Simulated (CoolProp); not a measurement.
The fluid at 455.51 K and 0.216 MPa is compressed adiabatically to 1.12 MPa with isentropic efficiency 0.9. The same conditions are run with several fluids, on thermodynamics alone (safety and materials aside).

Values from CoolProp's reference Helmholtz-energy equation of state of each fluid (carbon dioxide: Span 1996; toluene: Lemmon 2006; R365MFC: Lemmon 2016; carbonyl sulfide: Lemmon 2006).

```
fluid             work (kJ/kg)  final temperature (K)  final density (kg/m³)
----------------  ------------  ---------------------  ---------------------
carbon dioxide             184                  633.2                   9.38
toluene                   70.6                  508.3                   30.4
R365MFC                   45.9                  497.1                   44.6
carbonyl sulfide           132                  618.0                   13.2
```
